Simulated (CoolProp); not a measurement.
Oxygen at 380.44 K and 11.2 MPa flows at 0.58 m/s in a round tube of 2 mm bore and 0.25 µm roughness, fully developed (64/Re and Nu = 3.66 if laminar; Colebrook and Gnielinski if turbulent). Each further row changes one setting.

Values from CoolProp's reference Helmholtz-energy equation of state, Schmidt 1985.

| case | Reynolds number | Darcy friction factor | pressure drop (Pa/m) | heat-transfer coefficient (W/(m² K)) | mass flow (kg/h) |
|---|---|---|---|---|---|
| as stated | 4840 | ? | 361 | 297 | ? |
| velocity 1.16 m/s | 9680 | 0.0313 | ? | 548 | ? |
| diameter 4 mm | 9680 | ? | ? | ? | 2.97 |

Complete the blanks.


- as stated, Darcy friction factor: 0.0379
- as stated, mass flow (kg/h): 0.742
- velocity 1.16 m/s, pressure drop (Pa/m): 1190
- velocity 1.16 m/s, mass flow (kg/h): 1.48
- diameter 4 mm, Darcy friction factor: 0.0312
- diameter 4 mm, pressure drop (Pa/m): 149
- diameter 4 mm, heat-transfer coefficient (W/(m² K)): 273

Above 300 K oxygen's equation is extrapolated.

Viscosity comes from a separate model (Lemmon 2004). Thermal conductivity comes from a separate model (Lemmon 2004).
